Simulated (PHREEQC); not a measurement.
Na2CO3 is added in steps, without added water, to 1 kg of water holding 0.018 mol/kgw KOH, 0.049 mol/kgw K2SO4 and 0.0028 mol/kgw KH2PO4, at 25 °C. Oxygen alone is held at its pressure in air (log pO2 = -0.68). CO2 from the air is kept out. The run lets Mirabilite, Nahcolite, Natron precipitate or redissolve, and no other solid.

Base run: PHREEQC, ion-association model, wateq4f.dat. Each further column changes one thing. The table gives pH.

| Na2CO3 added (mol) | base | Davies equation for every ion | Debye-Hückel limiting law | all activity coefficients set to 1 | database phreeqc.dat |
|---|---|---|---|---|---|
| 0 | 11.99 | 12.01 | 11.91 | 12.15 | 11.98 |
| 0.03225 | 11.98 | 12.00 | 11.86 | 12.16 | 11.97 |
| 0.0645 | 11.97 | 12.00 | 11.81 | 12.17 | 11.96 |
| 0.09675 | 11.96 | 12.01 | 11.78 | 12.17 | 11.95 |
| 0.129 | 11.96 | 12.01 | 11.75 | 12.17 | 11.95 |
| 0.1613 | 11.95 | 12.01 | 11.71 | 12.18 | 11.94 |
| 0.1935 | 11.95 | 12.02 | 11.69 | 12.18 | 11.94 |
| 0.2365 | 11.95 | 12.02 | 11.65 | 12.18 | 11.93 |
| 0.2687 | 11.94 | 12.03 | 11.63 | 12.18 | 11.93 |
| 0.301 | 11.94 | 12.03 | 11.60 | 12.19 | 11.93 |
| 0.3332 | 11.94 | 12.04 | 11.58 | 12.19 | 11.93 |
| 0.3655 | 11.94 | 12.04 | 11.55 | 12.19 | 11.93 |
| 0.3977 | 11.94 | 12.04 | 11.53 | 12.19 | 11.93 |
| 0.43 | 11.94 | 12.05 | 11.51 | 12.19 | 11.92 |

The ionic strength passes 0.7 mol/kgw, the rough limit of the ion-association models, in part of: base; Davies equation for every ion; Debye-Hückel limiting law; database phreeqc.dat. H3PO4, which wateq4f.dat lacks, is added to it with the constant of phreeqc.dat. phreeqc.dat and wateq4f.dat share most of their constants, so their agreement is no independent check.
